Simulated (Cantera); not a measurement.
An adiabatic, constant-volume homogeneous reactor starts with 3.54 % CH₄, 3.08 % H₂, 19.6 % O₂, 73.7 % N₂, 0.106 % C₂H₆, equivalence ratio 0.46, at 1350 K and 500000 Pa.

Computed with Cantera and GRI-Mech 3.0 (53 species, 325 reactions).

Predict: time of steepest temperature rise; temperature at 0.300 s; equilibrium temperature; x(H₂) at 0.300 s; x(O₂) at 0.300 s.

time of steepest temperature rise: 69.7 µs
temperature at 0.300 s: 2499 K
equilibrium temperature: 2499 K
x(H₂) at 0.300 s: 0.000640 (gas-phase equilibrium 0.000640)
x(O₂) at 0.300 s: 0.0981 (gas-phase equilibrium 0.0981)
